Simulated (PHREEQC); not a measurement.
City or well water (model solution)

A made-up water analysis in mg/kgw, 25 °C, pH 6.38, pe 9.1: Na 13.7; K 0.191; Ca 32.8; Mg 9.46; Cl 73.6; S(6) as SO4 16.2; Alkalinity as HCO3 42.4; Si as SiO2 0.0308; N(5) as NO3 2.22; B 0.281; O(0) (dissolved oxygen) 0.026; Cu(2) 0.119.

Valence states are taken as typed.

Computed with PHREEQC (ion-association model, wateq4f.dat).

No solid was allowed to form.

Question: What charge-balance error does the model give?

Answer: charge-balance error -2.0 %.

Question: In which forms is Ca present?

Answer: Ca+2 98 %, CaSO4 1.6 %, CaHCO3+ 0.6 % of the Ca.
